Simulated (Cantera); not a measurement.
Feed: 1 mol Si, 5.3 mol HCl, 0.64 mol H₂, equilibrated at 625 K and 11.0 mbar.

Method: chemical equilibrium by Gibbs-energy minimisation in Cantera with the NASA 1993 tables (ideal gas, pure condensed phases). Candidate condensed phases: Si; 19 gas species. Rates play no part.

Task: What is the equilibrium state?

Result: 
- x(H₂): 0.534
- x(HCl): 0.263
- x(SiCl₄): 0.202
- x(SiHCl₃): 1.99e-5
- gas amount: 4.940 mol
- log10 activity of Si(s) (absent): -12.57
